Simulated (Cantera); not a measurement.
**Stirred combustor or abatement burner**

A perfectly stirred reactor is fed with C₃H₈ : O₂ : N₂ : H₂O = 1 : 6.33 : 23.8 : 2.3 (molar parts), at 5.00 bar; it is adiabatic with a 348 K inlet, and is followed from long to short residence time, starting on the burning branch (τ in s: 0.45, 0.17, 0.065, 0.025, 0.0094, 0.0036, 0.0014, 0.00052, 0.0002, 7.5e-05, 2.9e-05, 1.1e-05).

Cantera simulation using GRI-Mech 3.0 (53 species, 325 reactions); the numbers are that mechanism's predictions, not measurements. GRI-Mech 3.0 was tuned for natural gas; its chemistry of propane as a main component is partial and can be far from experiment.

| τ (s) | T (K) | x C₃H₈ | x O₂ | x H₂O | x HCO | x H₂ | x CH₂CO |
|---|---|---|---|---|---|---|---|
| 0.45 | 1955 | 4.44e-8 | 0.0383 | 0.182 | 6.35e-10 | 9.33e-5 | 7.84e-8 |
| 0.17 | 1955 | 1.15e-7 | 0.0384 | 0.182 | 1.68e-9 | 0.000105 | 2.01e-7 |
| 0.065 | 1954 | 2.86e-7 | 0.0385 | 0.182 | 4.42e-9 | 0.000133 | 4.94e-7 |
| 0.025 | 1951 | 6.81e-7 | 0.0386 | 0.182 | 1.16e-8 | 0.000192 | 1.15e-6 |
| 0.0094 | 1945 | 1.57e-6 | 0.0388 | 0.182 | 3.19e-8 | 0.000313 | 2.58e-6 |
| 0.0036 | 1935 | 3.43e-6 | 0.0392 | 0.181 | 8.74e-8 | 0.000531 | 5.48e-6 |
| 0.0014 | 1918 | 7.15e-6 | 0.0400 | 0.180 | 2.41e-7 | 0.000901 | 1.11e-5 |
| 0.00052 | 1889 | 1.53e-5 | 0.0415 | 0.179 | 7.10e-7 | 0.00153 | 2.31e-5 |
| 0.00020 | 1840 | 3.32e-5 | 0.0445 | 0.176 | 2.04e-6 | 0.00243 | 4.79e-5 |
| 7.5e-5 | 1738 | 9.79e-5 | 0.0518 | 0.173 | 6.11e-6 | 0.00376 | 0.000129 |
| 2.9e-5 | 348 | 0.0299 | 0.189 | 0.0688 | <1e-12 | <1e-12 | <1e-12 |
| 1.1e-5 | 348 | 0.0299 | 0.189 | 0.0688 | <1e-12 | <1e-12 | <1e-12 |
x: mole fraction; the columns are a selection and need not sum to one.
